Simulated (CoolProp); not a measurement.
Values from CoolProp's reference Helmholtz-energy equation of state, Thol 2015.

Problem. For 1,2-dichloroethane, give the phase and the density (kg/m³), cp (kJ/(kg K)), cv (kJ/(kg K)), speed of sound (m/s) at 226.85 °C and 3.34 MPa; 226.85 °C and 5.05 MPa.

Solution. 
- 226.85 °C and 3.34 MPa: liquid; density 877, cp 1.70, cv 1.06, speed of sound 440
- 226.85 °C and 5.05 MPa: liquid; density 890, cp 1.65, cv 1.05, speed of sound 470
